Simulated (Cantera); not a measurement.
Input: 1 mol BN, 0.74 mol H2O, 0.57 mol H2, held at 1000 Pa.

These are equilibrium values from Cantera (NASA tables, ideal gas, pure condensed phases), not measurements of a reactor. Candidate condensed phases: B, BN, B2O3, B3O3H3, H2O; 39 gas species. Mutual solubility and eutectic melting of coexisting phases are not modelled. Rates play no part.

**Question.** Which condensed phases are stable at each of these points (T (K)): 775, 875, 975, 1075, 1175, 1275, 1375, 1475, 1575, 1675, 1775, 1875, 1975, 2075?

**Answer.** 
| T (K) | condensed phases | B condensed (%) |
|---|---|---|
| 775 | BN(s) + B2O3(l) | 100.0 |
| 875 | BN(s) + B2O3(l) | 100.0 |
| 975 | BN(s) + B2O3(l) | 100.0 |
| 1075 | BN(s) + B2O3(l) | 100.0 |
| 1175 | BN(s) + B2O3(l) | 100.0 |
| 1275 | BN(s) + B2O3(l) | 99.9 |
| 1375 | BN(s) + B2O3(l) | 99.6 |
| 1475 | BN(s) + B2O3(l) | 98.3 |
| 1575 | BN(s) + B2O3(l) | 92.9 |
| 1675 | BN(s) + B2O3(l) | 66.4 |
| 1775 | BN(s) | 41.8 |
| 1875 | BN(s) | 34.7 |
| 1975 | BN(s) | 29.4 |
| 2075 | BN(s) | 26.9 |

From 775 K to 1675 K the condensed part is BN(s) + B2O3(l). From 1775 K to 2075 K the condensed part is BN(s).
